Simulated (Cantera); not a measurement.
Charge: 1 mol ZrO2, 7.8 mol H2, 79 mol N2, at 13.0 mbar.

These are equilibrium values from Cantera (NASA tables, ideal gas, pure condensed phases), not measurements of a reactor. Candidate condensed phases: H2O, Zr, ZrN, ZrO2; 28 gas species. Mutual solubility and eutectic melting of coexisting phases are not modelled. ZrN: taken at fixed stoichiometry. Condensed phases not in the tables: solid solutions among these carbides, nitrides and lower oxides. Equilibrium is a limit: real reactors are often held back by kinetics, nucleation or transport.

log p: log10 of the partial pressure in bar; n: condensed amount in mol.

```csv
T (K),log p N2,log p H2,log p H,log p H2O,log p NH3,log p OH,log p ZrO,n ZrO2(tetragonal),n ZrN(s)
1675,-1.93,-2.93,-5.40,-7.57,-9.78,-11.35,-13.21,1.000,(withheld)
1700,-1.93,-2.93,-5.30,-7.52,-9.80,-11.17,-12.84,1.000,(withheld)
1725,-1.93,-2.93,-5.20,-7.47,-9.83,-10.99,-12.49,1.000,(withheld)
1750,-1.93,-2.93,-5.10,-7.42,-9.85,-10.82,-12.14,1.000,(withheld)
1775,-1.93,-2.93,-5.01,-7.37,-9.88,-10.65,-11.81,1.000,(withheld)
1800,-1.93,-2.93,-4.91,-7.33,-9.90,-10.49,-11.48,1.000,(withheld)
1825,-1.93,-2.94,-4.82,-7.29,-9.92,-10.33,-11.17,1.000,(withheld)
1850,-1.93,-2.94,-4.74,-7.25,-9.95,-10.18,-10.86,1.000,(withheld)
```

Q: Complete the blanks.

A: 
- 1675, n ZrN(s): 0
- 1700, n ZrN(s): 0.000102
- 1725, n ZrN(s): 0.000114
- 1750, n ZrN(s): 0.000127
- 1775, n ZrN(s): 0.000141
- 1800, n ZrN(s): 0.000156
- 1825, n ZrN(s): 0.000173
- 1850, n ZrN(s): 0.000190
